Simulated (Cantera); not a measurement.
A perfectly stirred reactor is fed with C2H6 : N2 = 1 : 31 (molar parts), at 1.09 atm; it is held at 1825 K, and followed from long to short residence time.

Cantera simulation using GRI-Mech 3.0 (53 species, 325 reactions); the numbers are that mechanism's predictions, not measurements. GRI-Mech 3.0 stops at C3 and has no aromatics, soot or wall deposition, so with more carbon than oxygen in the feed, carbon stays in small species such as C2H2 where larger ones or solid carbon would form.

Predict: x(C2H6) at τ = 3.90 s; x(CH2) at τ = 3.90 s; x(C2H2) at τ = 3.90 s; x(C2H) at τ = 3.90 s; x(C2H4) at τ = 3.90 s; x(C2H6) at τ = 98.0 ms; x(CH2) at τ = 98.0 ms; x(C2H2) at τ = 98.0 ms; x(C2H) at τ = 98.0 ms; x(C2H4) at τ = 98.0 ms.


```
Quantity                  Value
----------------------  -------
x(C2H6) at τ = 3.90 s   2.02e-7
x(CH2) at τ = 3.90 s    5.69e-8
x(C2H2) at τ = 3.90 s    0.0289
x(C2H) at τ = 3.90 s    5.11e-7
x(C2H4) at τ = 3.90 s   3.71e-5
x(C2H6) at τ = 98.0 ms  7.14e-6
x(CH2) at τ = 98.0 ms   4.01e-7
x(C2H2) at τ = 98.0 ms   0.0276
x(C2H) at τ = 98.0 ms   6.25e-7
x(C2H4) at τ = 98.0 ms  7.27e-5
```
